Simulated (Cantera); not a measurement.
## Equilibrium for roasting and sulfation: FeS₂ + SO₂ + CO₂

Charge: 1 mol FeS₂, 0.16 mol SO₂, 0.27 mol CO₂, equilibrated at 1 atm.

Method: chemical equilibrium by Gibbs-energy minimisation in Cantera with the NASA 1993 tables (ideal gas, pure condensed phases). Candidate condensed phases: C, Fe, Fe(CO)₅, FeO, FeS, FeSO₄, FeS₂, Fe₂O₃, Fe₂(SO₄)₃, Fe₃O₄, S; 25 gas species. FeS: taken at fixed stoichiometry. Gases not in the tables: S₃ to S₇. Kinetics and transport are ignored.

At 825 K the condensed part is FeS₂(s) + Fe₃O₄(s). At 925 K the condensed part is FeS(s) + FeS₂(s). From 1025 K to 1425 K the condensed part is FeS(s). From 1525 K to 1725 K the condensed part is FeS(l).

| T (K) | x CO₂ | x S₂ | x SO₂ | x CO | x S₂O | x SO | x COS | n FeS₂(s) | n Fe₃O₄(s) | n FeS(s) | n FeS(l) |
|---|---|---|---|---|---|---|---|---|---|---|---|
| 825 | 0.627 | 0.00164 | 0.371 | 3.21e-5 | 0.000321 | 3.62e-7 | 5.68e-5 | 0.999 | 0.000208 | 0 | 0 |
| 925 | 0.606 | 0.0309 | 0.359 | 0.000328 | 0.00268 | 5.04e-6 | 0.000601 | 0.970 | 0 | 0.0297 | 0 |
| 1025 | 0.286 | 0.525 | 0.168 | 0.00167 | 0.0146 | 3.28e-5 | 0.00401 | 0 | 0 | 1.00 | 0 |
| 1125 | 0.282 | 0.524 | 0.170 | 0.00472 | 0.0141 | 0.000117 | 0.00444 | 0 | 0 | 1.00 | 0 |
| 1225 | 0.275 | 0.522 | 0.173 | 0.0110 | 0.0137 | 0.000341 | 0.00473 | 0 | 0 | 1.00 | 0 |
| 1325 | 0.263 | 0.518 | 0.178 | 0.0219 | 0.0134 | 0.000848 | 0.00485 | 0 | 0 | 1.00 | 0 |
| 1425 | 0.246 | 0.511 | 0.185 | 0.0379 | 0.0132 | 0.00187 | 0.00477 | 0 | 0 | 1.00 | 0 |
| 1525 | 0.224 | 0.503 | 0.193 | 0.0584 | 0.0131 | 0.00372 | 0.00449 | 0 | 0 | 0 | 1.00 |
| 1625 | 0.199 | 0.493 | 0.202 | 0.0819 | 0.0129 | 0.00682 | 0.00408 | 0 | 0 | 0 | 1.00 |
| 1725 | 0.173 | 0.482 | 0.210 | 0.106 | 0.0128 | 0.0116 | 0.00361 | 0 | 0 | 0 | 1.00 |
x: gas mole fraction; n: condensed amount in mol.
